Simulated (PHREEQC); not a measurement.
Dissolve 0.093 mol/kgw NH3 and 0.0017 mol/kgw CO2 at 25 °C. Closed to the air; pH follows from the charge balance.

Computed with PHREEQC (ion-association model, phreeqc.dat).

```yaml
pH: 10.69
ionic_strength: 0.00474 mol/kgw
specific_conductance: 527 µS/cm
total_alkalinity: 93.0 meq/kg
```

| species | molality | activity | log γ |
|---|---|---|---|
| NH3 | 0.0895 | 0.0896 | 0.000 |
| NH4+ | 0.00349 | 0.00323 | -0.033 |
| CO3-2 | 0.00126 | 0.000942 | -0.125 |
| OH- | 0.000530 | 0.000492 | -0.033 |
| HCO3- | 0.000443 | 0.000412 | -0.031 |
| CO2 | 1.91e-8 | 1.91e-8 | 0.000 |

Precipitation was switched off in this run.
